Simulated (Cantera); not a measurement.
Cantera run, input and output.

```python
import numpy as np
import cantera as ct

gas = ct.Solution("gri30.yaml")
gas.TPX = 1800, 36000, {'H2': 1, 'O2': 0.617, 'N2': 2.32}
reactor = ct.IdealGasReactor(gas, energy="on", clone=False)
net = ct.ReactorNet([reactor])
net.rtol, net.atol = 1e-08, 1e-16
show = ['H2', 'O2', 'NO', 'NO2', 'H', 'OH', 'O']
times = np.geomspace(6e-06, 8, 13)

steps = ct.SolutionArray(gas, extra=["t"])
rows = []
print(f"{'t/s':>10s}{'T/K':>9s}{'P/Pa':>11s}" + "".join(f"{s:>11s}" for s in show))
for t in times:
    while net.time < t:
        t_next = net.step()
        steps.append(gas.state, t=t_next)
    rows.append([np.interp(t, steps.t, y) for y in (steps.T, steps.P, *steps(*show).X.T)])
    print(f"{t:10.3e}{rows[-1][0]:9.1f}{rows[-1][1]:11.4g}" + "".join(f"{x:11.3e}" for x in rows[-1][2:]))
rate = np.gradient(steps.T, steps.t)
print("integrator steps:", len(steps.t))
if steps.T.max() > steps.T[0] + 200:
    print(f"time of steepest temperature rise: {steps.t[rate.argmax()]:.4e} s")
gas.TPX = 1800, 36000, {'H2': 1, 'O2': 0.617, 'N2': 2.32}
gas.equilibrate("UV")
print(f"equilibrium (UV): T = {gas.T:.1f} K  " + "  ".join(f"{s} {gas[s].X[0]:.3e}" for s in show))
```

It prints:

```
       t/s      T/K       P/Pa         H2         O2         NO        NO2          H         OH          O
 6.000e-06   1800.0    3.6e+04  2.538e-01  1.566e-01  5.328e-12  3.009e-16  1.418e-04  2.886e-05  2.428e-05
 1.943e-05   1889.0   3.77e+04  5.199e-02  5.596e-02  1.703e-06  6.071e-11  9.936e-02  2.441e-02  3.709e-02
 6.295e-05   2144.2   4.21e+04  4.920e-02  4.856e-02  3.363e-05  1.430e-09  7.988e-02  3.188e-02  3.657e-02
 2.039e-04   2604.6  4.961e+04  4.668e-02  4.214e-02  3.633e-04  3.409e-08  4.770e-02  4.159e-02  2.749e-02
 6.604e-04   2883.5  5.384e+04  4.170e-02  3.703e-02  5.075e-03  9.718e-07  3.103e-02  4.336e-02  2.004e-02
 2.139e-03   2879.6  5.371e+04  4.236e-02  3.417e-02  1.330e-02  2.478e-06  3.044e-02  4.190e-02  1.871e-02
 6.928e-03   2878.7  5.368e+04  4.249e-02  3.371e-02  1.465e-02  2.716e-06  3.036e-02  4.165e-02  1.850e-02
 2.244e-02   2878.7  5.368e+04  4.249e-02  3.371e-02  1.466e-02  2.716e-06  3.036e-02  4.165e-02  1.850e-02
 7.268e-02   2878.7  5.368e+04  4.249e-02  3.371e-02  1.466e-02  2.716e-06  3.036e-02  4.165e-02  1.850e-02
 2.354e-01   2878.7  5.368e+04  4.249e-02  3.371e-02  1.466e-02  2.716e-06  3.036e-02  4.165e-02  1.850e-02
 7.625e-01   2878.7  5.368e+04  4.249e-02  3.371e-02  1.466e-02  2.716e-06  3.036e-02  4.165e-02  1.850e-02
 2.470e+00   2878.7  5.368e+04  4.249e-02  3.371e-02  1.466e-02  2.716e-06  3.036e-02  4.165e-02  1.850e-02
 8.000e+00   2878.7  5.368e+04  4.249e-02  3.371e-02  1.466e-02  2.716e-06  3.036e-02  4.165e-02  1.850e-02
integrator steps: 1121
time of steepest temperature rise: 1.5289e-05 s
equilibrium (UV): T = 2878.7 K  H2 4.249e-02  O2 3.371e-02  NO 1.466e-02  NO2 2.716e-06  H 3.036e-02  OH 4.165e-02  O 1.850e-02
```

Cantera simulation using GRI-Mech 3.0 (53 species, 325 reactions); the numbers are that mechanism's predictions, not measurements.
